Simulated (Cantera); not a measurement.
A perfectly stirred reactor is fed with C3H8 : O2 : N2 = 1 : 5 : 18.8 (molar parts), at 0.530 bar; it is adiabatic with a 725 K inlet, and is followed from long to short residence time, starting on the burning branch (τ in s: 0.062, 0.034, 0.018, 0.01, 0.0054, 0.003, 0.0016, 0.00088, 0.00048, 0.00026, 0.00014, 7.7e-05).

Cantera simulation using GRI-Mech 3.0 (53 species, 325 reactions); the numbers are that mechanism's predictions, not measurements. GRI-Mech 3.0 was tuned for natural gas; its chemistry of propane as a main component is partial and can be far from experiment.

**Question.** Predict: blow-out, bracketed by the residence times tried; x(C3H8) at τ = 62.0 ms; x(O2) at τ = 62.0 ms; x(CH2) at τ = 62.0 ms; x(N2O) at τ = 62.0 ms; x(HCO) at τ = 62.0 ms; x(C3H8) at τ = 1.60 ms; x(O2) at τ = 1.60 ms; x(CH2) at τ = 1.60 ms; x(N2O) at τ = 1.60 ms; x(HCO) at τ = 1.60 ms.

**Answer.** 
| Quantity | Value |
|---|---|
| blow-out, bracketed by the residence times tried | burning at 77.0 µs, the shortest tried |
| x(C3H8) at τ = 62.0 ms | 1.94e-7 |
| x(O2) at τ = 62.0 ms | 0.0141 |
| x(CH2) at τ = 62.0 ms | 1.50e-7 |
| x(N2O) at τ = 62.0 ms | 1.70e-7 |
| x(HCO) at τ = 62.0 ms | 7.44e-8 |
| x(C3H8) at τ = 1.60 ms | 4.96e-6 |
| x(O2) at τ = 1.60 ms | 0.0233 |
| x(CH2) at τ = 1.60 ms | 2.09e-6 |
| x(N2O) at τ = 1.60 ms | 7.61e-8 |
| x(HCO) at τ = 1.60 ms | 2.66e-6 |
